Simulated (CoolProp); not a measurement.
A closed Brayton cycle with nitrogen: compressor inlet 320.15 K and 4 MPa, high pressure 9.92 MPa, turbine inlet 680 K, compressor efficiency 0.89, turbine efficiency 0.93, recuperator effectiveness 0 (on enthalpy, no pinch check). Each further row changes one setting.

The numbers come from the reference Helmholtz-energy equation of state, Span 2000 in CoolProp.

| case | thermal efficiency (%) | net work (kJ/kg) | compressor to turbine work | compressor exit (K) | turbine exit (K) |
|---|---|---|---|---|---|
| as stated | 15.1 | 42.1 | 0.73 | 428.1 | 539.2 |
| turbine inlet 630 K | ___ | 30.5 | ___ | 428.1 | ___ |
| compressor inlet 330.15 K | ___ | 38.4 | 0.75 | 441.3 | 539.2 |
| high pressure 8.43 MPa | 13.2 | 39.6 | 0.69 | 406.6 | 562.2 |
| recuperator effectiveness 0.5 | 19.3 | 42.1 | 0.73 | 428.1 | 539.2 |

Q: Some entries are withheld; supply them.

A: 
- turbine inlet 630 K, thermal efficiency (%): 13.7
- turbine inlet 630 K, compressor to turbine work: 0.79
- turbine inlet 630 K, turbine exit (K): 498.3
- compressor inlet 330.15 K, thermal efficiency (%): 14.6
